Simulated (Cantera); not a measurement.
Input: 1 mol CH3F, 0.49 mol H2, at 800 °C and 2.48 Torr.

Cantera equilibrium calculation (NASA polynomials, part measured and part estimated; ideal gas, pure solids and liquids). Candidate condensed phases: C, C6H6, C7H8, C8H18; 95 gas species. The numbers say what is thermodynamically allowed, not how fast it happens.

Base state: H2 0.598, HF 0.402, CH4 5.43e-5 (mole fractions); condensed: C(graphite).

What changes in the equilibrium state with this change: CH3F replaced by CF4?


```tsv
species	before	after
HF	0.402	0.565
CF4	<1e-9	0.435
H2	0.598	<1e-9
CH4	5.43e-5	<1e-9
C(graphite), mol	1.000	0.245
```
Gases not in the tables: C2F6 and larger saturated fluorocarbons.

What changes in the equilibrium state with this change: CH3F replaced by CH2F2?


| species | before | after |
|---|---|---|
| HF | 0.402 | 0.803 |
| H2 | 0.598 | 0.197 |
| CH4 | 5.43e-5 | 5.87e-6 |
| C(graphite), mol | 1.000 | 1.000 |
